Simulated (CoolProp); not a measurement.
Properties of propylene along the isotherm 533.7 K.

Model: reference Helmholtz-energy equation of state, Lemmon 2013, in CoolProp.

```
p (bar)          phase       Z  speed of sound (m/s)  expansivity (1/kK)  conductivity (mW/(m K))
-------  -------------  ------  --------------------  ------------------  -----------------------
9.49               gas  0.9803                 334.1               2.019                     49.3
19                 gas  0.9609                 329.3               2.175                      ___
28.5               gas  0.9421                 324.9               2.340                     52.4
38                 gas  0.9238                   ___               2.514                     53.6
47.4     supercritical  0.9063                 317.3                 ___                     54.7
56.9     supercritical  0.8894                 314.2               2.881                     55.7
66.4     supercritical  0.8733                 311.6               3.072                     56.7
75.9     supercritical  0.8581                 309.7               3.263                     57.7
85.4     supercritical  0.8440                 308.5               3.449                     58.6
94.9     supercritical  0.8312                   ___               3.625                     59.7
104      supercritical  0.8203                 308.8                 ___                     60.7
114      supercritical  0.8100                 310.5               3.918                     61.9
```

Task: What belongs in the gaps?

Result: 
- 19, conductivity (mW/(m K)): 50.9
- 38, speed of sound (m/s): 320.9
- 47.4, expansivity (1/kK): 2.694
- 94.9, speed of sound (m/s): 308.2
- 104, expansivity (1/kK): 3.777

Thermal conductivity comes from a separate model (Huber 2003), an estimate that may be off by 10 % or more.
